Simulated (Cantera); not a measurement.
An adiabatic, constant-pressure homogeneous reactor starts with CH₄ : O₂ : N₂ = 1 : 6.25 : 28.7 (molar parts), equivalence ratio 0.32, at 1350 K and 1000000 Pa.

Cantera simulation using GRI-Mech 3.0 (53 species, 325 reactions); the numbers are that mechanism's predictions, not measurements.

One state of this run: T (K) = 1950; x CH₄ = <1e-12; x O₂ = 0.117; x CH₂O = <1e-12; x CH₂CO = <1e-12; x N₂O = 8.88e-7; x CO = 2.22e-5. x: mole fraction; the columns are a selection and need not sum to one.

**Question.** Which value of t (s) does it belong to?
A) 0.000115
B) 9.00e-6
C) 0.000408
D) 0.841

**Answer.** D, 0.841
